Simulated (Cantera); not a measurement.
A diamond (100) surface in a fixed gas of H2 with x(CH4) = 0.0027, x(H) = 0.029, at 1300 K, 0.168 atm; coverages are run to steady state.

Detailed kinetics in Cantera: the Harris–Goodwin 1993 mechanism for the reconstructed diamond (100) surface.

One state of this run: growth (µm/h) = 0.402; θ c6HH = 0.377; θ c6H* = 0.0503; θ c6*H = 0.526; θ c6** = 0.0473; θ c6HM = 1.02e-5. θ: site fractions in the mechanism's names (c6HH fully hydrogenated, c6H* and c6*H radical sites, c6** diradical, c6HM methylated).

### Question
Which value of x(CH3) does it belong to?
(A) 5.6e-05
(B) 1e-06
(C) 0.0011
(D) 2.7e-06

### Answer
D, 2.7e-06
